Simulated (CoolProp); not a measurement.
A Linde-Hampson liquefier for oxygen: isothermal reversible compression at 230 K from 1 atm to 20 MPa, throttling to 1 atm, return gas leaving the recuperator 0 K below the feed. Each further row changes one setting.

The numbers come from the reference Helmholtz-energy equation of state, Schmidt 1985 in CoolProp.

```json
[
 {"case": "as stated", "liquid yield per pass": "___", "compression work (kJ/kg of gas)": "297"},
 {"case": "high pressure 40 MPa", "liquid yield per pass": "___", "compression work (kJ/kg of gas)": "___"},
 {"case": "warm-end temperature 260 K", "liquid yield per pass": "0.159", "compression work (kJ/kg of gas)": "___"},
 {"case": "warm-end gap 5 K", "liquid yield per pass": "0.216", "compression work (kJ/kg of gas)": "297"}
]
```

**Question.** Complete the blanks.

**Answer.** 
- as stated, liquid yield per pass: 0.226
- high pressure 40 MPa, liquid yield per pass: 0.290
- high pressure 40 MPa, compression work (kJ/kg of gas): 332
- warm-end temperature 260 K, compression work (kJ/kg of gas): 344
